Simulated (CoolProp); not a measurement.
Vapour-liquid equilibrium of benzene (1) + ethylbenzene (2) at 187.05 °C; x and y are mole fractions of (1).

Computed with CoolProp (multi-fluid Helmholtz-energy mixture model, Thol 2012 and Zhou 2012; pair parameters Bell 2016).

```csv
x,"bubble pressure, mixture model (MPa)","bubble pressure, Raoult's law (MPa)","y, mixture model","y, Raoult's law"
0.05,0.3656,0.3753,0.123,0.155
0.125,0.4147,0.4373,0.277,0.332
0.2,0.4660,0.4993,0.404,0.465
0.275,0.5197,0.5613,0.509,0.569
0.35,0.5758,0.6233,0.598,0.652
0.425,0.6345,0.6852,0.674,0.720
0.5,0.6957,0.7472,0.739,0.777
0.575,0.7594,0.8092,0.795,0.825
0.65,0.8255,0.8712,0.843,0.866
0.725,0.8939,0.9332,0.885,0.902
0.8,0.9644,0.9952,0.922,0.933
0.875,1.037,1.057,0.955,0.961
0.95,1.110,1.119,0.983,0.985
```

The largest gap from Raoult's law is -7.6 % in bubble pressure, at x = 0.35. No azeotrope shows between x = 0.05 and 0.95.

The pair parameters rest on a limited set of measurements; away from them the model extrapolates.
